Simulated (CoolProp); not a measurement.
Vapour-liquid equilibrium of hydrogen sulfide (1) + propane (2) at 195.7 K; x and y are mole fractions of (1).

Values from CoolProp's multi-fluid Helmholtz-energy mixture model, Lemmon 2006 and Lemmon 2009; pair parameters Kunz 2012.

```tsv
x	bubble pressure (kPa)	y at the bubble point	dew pressure at overall composition x (kPa)	liquid density (mol/L)
0.05	24.41	0.395	16.18	14.36
0.15	35.57	0.614	17.94	15.06
0.25	41.06	0.685	20.13	15.93
0.35	43.53	0.714	22.91	16.96
0.45	44.50	0.728	26.55	18.18
0.55	44.84	0.734	31.46	19.61
0.65	45.01	0.739	38.24	21.27
0.75	45.10	0.751	45.10	23.15
0.85	44.75	0.783	43.16	25.25
0.95	42.32	0.880	40.32	27.54
```

y crosses x between x = 0.75 and 0.85: the model has an azeotrope there.

Pair parameters are fitted to limited data, so mixtures are less certain than the pure fluids. With so large a gap from Raoult's law the liquid may split in two, which this calculation doesn't test in full.
